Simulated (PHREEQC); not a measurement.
Solution (72 °C): 190 mmol/kgw HF, 70 mmol/kgw NH4HF2 and 2.6 mmol/kgw H2SiF6. Closed to the air; pH follows from the charge balance.

Model: ion-association model, phreeqc.dat, run in PHREEQC.

```csv
quantity,before,after
pH,2.62,1.92
ionic strength (mol/kgw),0.0755,0.0160
HF (mol/kgw),0.229,0.178
F- (mol/kgw),0.0339,0.00461
HF2- (mol/kgw),0.0338,0.00359
SI of Quartz (SiO2),-8.18,-5.91
```

Question: Which change was made?
A) diluted 100-fold with water
B) NH4HF2 left out
C) H2SiF6 from 0.0026 to 0.00286 mol/kgw
D) H2SiF6 from 0.0026 to 0.0039 mol/kgw
E) HF left out

Answer: B, NH4HF2 left out

This is a speciation only: nothing precipitates in the calculation. At this temperature some constants are extrapolated from 25 °C, and those without enthalpy data are left unchanged. SiF6-2 is the database's only silicon fluoride.
